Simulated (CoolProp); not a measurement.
Sulfur dioxide at several states: density (kg/m³) from the reference equation and from simpler models built on Tc = 430.6 K, pc = 7.887 MPa, ω = 0.256; each cubic takes its own stable root.

The numbers come from the reference Helmholtz-energy equation of state, Gao 2016 in CoolProp.

```tsv
T (K)	p (MPa)	phase	reference	van der Waals	Soave-Redlich-Kwong
242.6	0.291	liquid	1515	9.654	1352
267.8	1.3	liquid	1451	858.1	1301
266.1	0.811	liquid	1455	859.0	1304
```

At some of these states van der Waals gives the other phase, because its saturation line lies elsewhere.
